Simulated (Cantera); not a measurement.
A perfectly stirred reactor is fed with 36.8 % CH4, 34.6 % H2O, 28.7 % H2, at 0.987 atm; it is held at 1973 K, and followed from long to short residence time.

Detailed kinetics in Cantera: GRI-Mech 3.0 (53 species, 325 reactions).

Problem. Predict: x(CH4) at τ = 1.60 s; x(H2O) at τ = 1.60 s; x(H2) at τ = 1.60 s; x(C2H) at τ = 1.60 s; x(CH4) at τ = 67.0 ms; x(H2O) at τ = 67.0 ms; x(H2) at τ = 67.0 ms; x(C2H) at τ = 67.0 ms.

Solution. 
| Property | Result |
|---|---|
| x(CH4) at τ = 1.60 s | 0.00469 |
| x(H2O) at τ = 1.60 s | 0.0222 |
| x(H2) at τ = 1.60 s | 0.772 |
| x(C2H) at τ = 1.60 s | 4.15e-7 |
| x(CH4) at τ = 67.0 ms | 0.0190 |
| x(H2O) at τ = 67.0 ms | 0.103 |
| x(H2) at τ = 67.0 ms | 0.705 |
| x(C2H) at τ = 67.0 ms | 1.38e-6 |
